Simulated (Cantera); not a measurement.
An isothermal, constant-pressure homogeneous reactor starts with 1.67 % CH4, 98.0 % H2, 0.304 % H, at 1625 K and 0.120 bar.

Model: GRI-Mech 3.0 (53 species, 325 reactions), integrated in Cantera. GRI-Mech 3.0 stops at C3 and has no aromatics, soot or wall deposition, so with more carbon than oxygen in the feed, carbon stays in small species such as C2H2 where larger ones or solid carbon would form.

x: mole fraction; the columns are a selection and need not sum to one.

```json
[
 {"t (s)": "8.00e-5", "x CH4": "0.0159", "x H2": "0.981", "x H": "0.00211", "x CH3": "0.000688", "x C2H4": "1.23e-5"},
 {"t (s)": "0.000218", "x CH4": "0.0160", "x H2": "0.982", "x H": "0.00184", "x CH3": "0.000602", "x C2H4": "3.20e-5"},
 {"t (s)": "0.000596", "x CH4": "0.0160", "x H2": "0.982", "x H": "0.00137", "x CH3": "0.000450", "x C2H4": "5.30e-5"},
 {"t (s)": "0.00163", "x CH4": "0.0161", "x H2": "0.983", "x H": "0.000812", "x CH3": "0.000269", "x C2H4": "5.44e-5"},
 {"t (s)": "0.00444", "x CH4": "0.0161", "x H2": "0.983", "x H": "0.000412", "x CH3": "0.000136", "x C2H4": "3.66e-5"},
 {"t (s)": "0.0121", "x CH4": "0.0160", "x H2": "0.983", "x H": "0.000231", "x CH3": "7.63e-5", "x C2H4": "1.93e-5"},
 {"t (s)": "0.0330", "x CH4": "0.0159", "x H2": "0.983", "x H": "0.000194", "x CH3": "6.38e-5", "x C2H4": "1.40e-5"},
 {"t (s)": "0.0902", "x CH4": "0.0156", "x H2": "0.984", "x H": "0.000194", "x CH3": "6.24e-5", "x C2H4": "1.50e-5"},
 {"t (s)": "0.246", "x CH4": "0.0149", "x H2": "0.984", "x H": "0.000194", "x CH3": "5.95e-5", "x C2H4": "(withheld)"},
 {"t (s)": "0.671", "x CH4": "0.0131", "x H2": "0.985", "x H": "0.000195", "x CH3": "5.29e-5", "x C2H4": "2.49e-5"},
 {"t (s)": "1.83", "x CH4": "(withheld)", "x H2": "0.987", "x H": "0.000198", "x CH3": "(withheld)", "x C2H4": "(withheld)"},
 {"t (s)": "5.00", "x CH4": "0.00607", "x H2": "0.988", "x H": "0.000201", "x CH3": "2.50e-5", "x C2H4": "5.58e-5"}
]
```

### Question
Some entries are withheld; supply them.

### Answer

- 0.246, x C2H4: 1.80e-5
- 1.83, x CH4: 0.00995
- 1.83, x CH3: 4.05e-5
- 1.83, x C2H4: 3.83e-5
